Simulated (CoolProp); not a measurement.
A single-stage vapour-compression cycle with ammonia: evaporating at 314.15 K (dew point), condensing at 354.15 K (bubble point), superheat 0 K, subcooling 5 K, compressor efficiency 0.75, no pressure losses. Each further row changes one setting.

Computed with CoolProp (reference Helmholtz-energy equation of state, Gao 2020).

```
case                              cooling COP  pressure ratio  discharge temperature (K)  refrigerating effect (kJ/kg)  volumetric capacity (kJ/m³)
--------------------------------  -----------  --------------  -------------------------  ----------------------------  ---------------------------
as stated                                4.92            2.65                      405.9                           913                        11300
evaporating temperature 319.15 K         5.81            2.31                      397.5                           914                        12900
condensing temperature 349.15 K          5.77            2.37                      394.5                           940                        11600
subcooling 10 K                          5.07            2.65                      405.9                           941                        11600
superheat 10 K                           4.81            2.65                      420.3                           947                        11100
compressor efficiency 0.65               4.26            2.65                      414.9                           913                        11300
```
